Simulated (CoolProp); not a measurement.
Saturated liquid density (kg/m³) of C2F6 (R116): the reference equation beside estimates from Tc = 293.0 K, pc = 3.048 MPa, ω = 0.257. Rackett uses Z = 0.29056 − 0.08775 ω.

Values from CoolProp's reference Helmholtz-energy equation of state, Lemmon 2006. It is a short technical equation, of lower accuracy than the large ones.

| T (K) | reference | Rackett | van der Waals | Redlich-Kwong | Soave-Redlich-Kwong | Peng-Robinson |
|---|---|---|---|---|---|---|
| 215.7 | 1509 | 1584 | 953.3 | 1371 | 1432 | 1623 |
| 221.7 | 1479 | ? | 933.9 | 1337 | 1398 | 1586 |
| 227.7 | 1448 | 1518 | 913.7 | 1300 | 1363 | ? |
| 233.7 | 1415 | ? | 892.4 | ? | 1325 | 1503 |
| 239.7 | 1381 | 1447 | 869.9 | 1222 | ? | 1457 |
| 245.7 | 1344 | 1408 | 846.1 | 1179 | 1240 | 1407 |
| 251.7 | ? | 1367 | 820.6 | 1133 | 1192 | 1353 |
| 257.7 | 1264 | ? | 793.1 | ? | 1141 | 1294 |

Problem. Complete the blanks.

Solution. 
- 221.7, Rackett: 1552
- 227.7, Peng-Robinson: 1546
- 233.7, Rackett: 1483
- 233.7, Redlich-Kwong: 1262
- 239.7, Soave-Redlich-Kwong: 1284
- 251.7, reference: 1306
- 257.7, Rackett: 1322
- 257.7, Redlich-Kwong: 1083

Absolute difference from the reference over all 8 rows, mean and median: Rackett 4.8 and 4.8 %, van der Waals 37.0 and 37.0 %, Redlich-Kwong 11.4 and 11.2 %, Soave-Redlich-Kwong 7.0 and 6.7 %, Peng-Robinson 5.5 and 5.9 %.
